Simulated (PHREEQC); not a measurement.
PHREEQC input (ion-association model, phreeqc.dat):

```
SOLUTION 1
  temp 25
  units mol/kgw
  pH 7 charge
END
SELECTED_OUTPUT 1
  -reset false
  -pH true
  -pe true
  -ionic_strength true
  -water true
  -totals Ntg Oxg
  -molalities H+ OH-
USER_PUNCH 1
  -headings p_Ntg(g) phi_Ntg(g) p_Oxg(g) phi_Oxg(g) p_H2O(g) phi_H2O(g) density
  10 PUNCH PR_P("Ntg(g)"), PR_PHI("Ntg(g)"), PR_P("Oxg(g)"), PR_PHI("Oxg(g)"), PR_P("H2O(g)"), PR_PHI("H2O(g)"), RHO
PRINT
  -reset false
USE solution 1
REACTION_TEMPERATURE 1
  25
GAS_PHASE 1
  -fixed_pressure
  -pressure 2
  -temperature 25
  -volume 20
  Ntg(g) 1.72
  Oxg(g) 0.28
  H2O(g) 0
END
# ... the last block is repeated for the other 12 points of P (atm)
```

Selected output (columns that matter, 13 of 13 rows; P (atm) added in front):

```
P (atm)	pH	mu	Ntg	Oxg	m_H+	m_OH-	p_Ntg(g)	phi_Ntg(g)	p_Oxg(g)	phi_Oxg(g)	p_H2O(g)	phi_H2O(g)	density
2	6.9972	1.0069e-07	0.0011272	0.00035171	1.0069e-07	1.0069e-07	1.6929	0.99913	0.27539	0.99801	0.031683	0.99234	0.99709
5	6.9966	1.0082e-07	0.0028311	0.00088196	1.0082e-07	1.0082e-07	4.2728	0.9978	0.69507	0.99526	0.032084	0.98208	0.99722
10	6.9956	1.0105e-07	0.0056342	0.0017506	1.0105e-07	1.0105e-07	8.5727	0.99567	1.3945	0.99075	0.032759	0.96533	0.99744
20	6.9937	1.015e-07	0.011107	0.003433	1.015e-07	1.015e-07	17.172	0.99169	2.7935	0.98202	0.034139	0.93306	0.99789
30	6.9918	1.0195e-07	0.016411	0.0050454	1.0195e-07	1.0195e-07	25.772	0.98808	4.1926	0.97365	0.035556	0.90238	0.99834
40	6.9898	1.024e-07	0.021555	0.0065916	1.024e-07	1.024e-07	34.371	0.98482	5.5916	0.96565	0.03701	0.87325	0.99878
50	6.9879	1.0285e-07	0.026549	0.0080751	1.0285e-07	1.0285e-07	42.971	0.98191	6.9907	0.958	0.038497	0.84562	0.99923
75	6.9832	1.0399e-07	0.038429	0.011532	1.0398e-07	1.0398e-07	64.469	0.9761	10.489	0.94044	0.042351	0.7827	1.0003
100	6.9785	1.0512e-07	0.049538	0.014667	1.0512e-07	1.0512e-07	85.967	0.97229	13.987	0.92502	0.046372	0.72788	1.0014
150	6.9692	1.0739e-07	0.069837	0.020137	1.0739e-07	1.0739e-07	128.96	0.97008	20.983	0.90019	0.054773	0.63889	1.0036
200	6.9601	1.0967e-07	0.088085	0.024765	1.0967e-07	1.0967e-07	171.96	0.97423	27.98	0.88257	0.063436	0.57184	1.0058
300	6.9424	1.1424e-07	0.12011	0.03224	1.1424e-07	1.1424e-07	257.94	0.99817	41.974	0.86488	0.080775	0.48242	1.0101
400	6.9252	1.1883e-07	0.14787	0.038108	1.1883e-07	1.1883e-07	343.93	1.0389	55.969	0.865	0.097384	0.42962	1.0144
```
